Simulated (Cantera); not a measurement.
What does this Cantera script print?

```python
import numpy as np
import cantera as ct

gas_names = """
    H HNO HNO2 HNO3 HO2 H2 H2O H2O2 N NH NH2 NH3 NH2OH NO NO2 NO3 N2 N2H2 N2H4 N2O O OH O2 O3 Si SiH
    SiH2 SiH3 SiH4 SiN SiO SiO2 Si2 Si2N Si3
""".split()
cond_names = """
    H2O(s) H2O(L) Si(cr) Si(L) SiO2(Lqz) SiO2(hqz) SiO2(L) Si2N2O(s) Si3N4(a)
""".split()


def load(file, names, dense=False):
    # The tables refer to 1 bar. Condensed volumes are neglected.
    table = {s.name: s for s in ct.Species.list_from_file(file)}
    out = []
    for n in names:
        d = dict(table[n].input_data)
        d["thermo"] = dict(d["thermo"], **{"reference-pressure": 1e5})
        if dense:
            d["equation-of-state"] = {"model": "constant-volume", "density": "1e6 g/cm^3"}
        out.append(ct.Species.from_dict(d))
    return out


gas = ct.Solution(thermo="ideal-gas", species=load("nasa_gas.yaml", gas_names))
cond = {s.name: ct.Solution(thermo="fixed-stoichiometry", species=[s], name=s.name)
        for s in load("nasa_condensed.yaml", cond_names, dense=True)}
atoms = {
    'trisilylamine': {'Si': 3, 'N': 1, 'H': 9},
    'NH3': {'N': 1, 'H': 3},
    'N2': {'N': 2},
    'H2O': {'H': 2, 'O': 1},
}
top_T = {'Si2N2O(s)': 2100, 'Si3N4(a)': 2400}  # K; cautious upper limits of use, not melting points


def equilibrate(T, P, feed):
    n = {}
    for name, mol in feed.items():
        for a, k in atoms[name].items():
            n[a] = n.get(a, 0.0) + k * mol
    gas.TPX = T, P, n
    mass = sum(n.values()) * gas.mean_molecular_weight
    gas.equilibrate("TP")
    valid = [c for c in cond.values() if c.min_temp <= T <= top_T.get(c.name, c.max_temp)]
    mix = ct.Mixture([(gas, mass / gas.mean_molecular_weight)] + [(c, 0.0) for c in valid])
    mix.T, mix.P = T, P
    mix.equilibrate("TP", solver="vcs", rtol=1e-11, max_steps=5000)
    return mix


results = []
feed = {'trisilylamine': 1, 'NH3': 0.93, 'N2': 73, 'H2O': 0.012}  # mol
P = 26000  # Pa
for T in [950, 1050, 1150, 1250, 1350, 1450, 1550, 1650, 1750, 1850, 1950]:
    mix = equilibrate(T, P, feed)
    results.append((T, P, feed, dict(zip(mix.species_names, mix.species_moles))))

top = {s: max(r[3][s] / sum(r[3][g] for g in gas_names) for r in results) for s in gas_names}
cols = sorted((s for s in top if top[s] > 1e-06), key=lambda s: -top[s])[:5]
seen = [c for c in cond_names if any(r[3].get(c, 0) > 1e-12 for r in results)]
print("log10 of partial pressures in bar; condensed amounts in mol")
print(f"{'T/K':>10s}" + "".join(f"{s[:9]:>10s}" for s in cols + seen))
for T, P, feed, n in results:
    ng = sum(n[g] for g in gas_names)
    print(f"{T:10.4g}" + "".join(f"{np.log10(max(n[s] / ng * P / 1e5, 1e-99)):10.3f}" for s in cols)
          + "".join(f"{n.get(c, 0):10.4g}" for c in seen))
```

Result:

```
log10 of partial pressures in bar; condensed amounts in mol
       T/K        N2        H2         H       SiO        Si Si2N2O(s)  Si3N4(a)
       950    -0.619    -1.705   -10.107   -19.060   -24.445     0.012     0.992
      1050    -0.619    -1.705    -8.943   -15.986   -20.798     0.012     0.992
      1150    -0.619    -1.705    -7.980   -13.456   -17.789     0.012     0.992
      1250    -0.619    -1.705    -7.168   -11.337   -15.267     0.012     0.992
      1350    -0.619    -1.705    -6.475    -9.538   -13.122     0.012     0.992
      1450    -0.619    -1.705    -5.877    -7.992   -11.277     0.012     0.992
      1550    -0.619    -1.705    -5.354    -6.650    -9.673   0.01193     0.992
      1650    -0.619    -1.705    -4.894    -5.474    -8.267   0.01099    0.9923
      1750    -0.619    -1.706    -4.486    -4.437    -7.024   0.00104    0.9956
      1850    -0.619    -1.706    -4.122    -4.397    -5.918         0    0.9958
      1950    -0.620    -1.707    -3.794    -4.398    -4.928         0    0.9942
```

These are equilibrium values from Cantera (NASA tables, ideal gas, pure condensed phases), not measurements of a reactor. The feed counts by its element totals alone. Mutual solubility and eutectic melting of coexisting phases are not modelled.
